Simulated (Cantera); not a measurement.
A perfectly stirred reactor is fed with CO : O₂ : H₂O : N₂ = 0.0084 : 0.053 : 0.0035 : 1 (molar parts), at 2400 Torr; it is held at 1473 K, and followed from long to short residence time.

Model: GRI-Mech 3.0 (53 species, 325 reactions), integrated in Cantera.

**Question.** What does this change do: H2O 0.0035 to 0.0077 parts?

**Answer.** 
```
quantity                 before     after
---------------------  --------  --------
x(CO) at τ = 5.10 s     1.25e-5   9.84e-6
x(O₂) at τ = 5.10 s      0.0460    0.0458
x(H₂O) at τ = 5.10 s    0.00329   0.00722
x(NO) at τ = 5.10 s     2.44e-6   1.34e-6
x(H) at τ = 5.10 s      1.16e-8   1.07e-8
x(CO) at τ = 35.0 ms   0.000405  0.000315
x(O₂) at τ = 35.0 ms     0.0462    0.0459
x(H₂O) at τ = 35.0 ms   0.00327   0.00719
x(NO) at τ = 35.0 ms    2.81e-6   1.68e-6
x(H) at τ = 35.0 ms     1.10e-6   1.05e-6
```

**Question.** What does this change do: temperature 1473 to 925 K?

**Answer.** 
```tsv
quantity	before	after
x(CO) at τ = 5.10 s	1.25e-5	0.00683
x(O₂) at τ = 5.10 s	0.0460	0.0493
x(H₂O) at τ = 5.10 s	0.00329	0.00329
x(NO) at τ = 5.10 s	2.44e-6	<1e-12
x(H) at τ = 5.10 s	1.16e-8	2.40e-10
x(CO) at τ = 35.0 ms	0.000405	0.00789
x(O₂) at τ = 35.0 ms	0.0462	0.0498
x(H₂O) at τ = 35.0 ms	0.00327	0.00329
x(NO) at τ = 35.0 ms	2.81e-6	<1e-12
x(H) at τ = 35.0 ms	1.10e-6	<1e-12
```
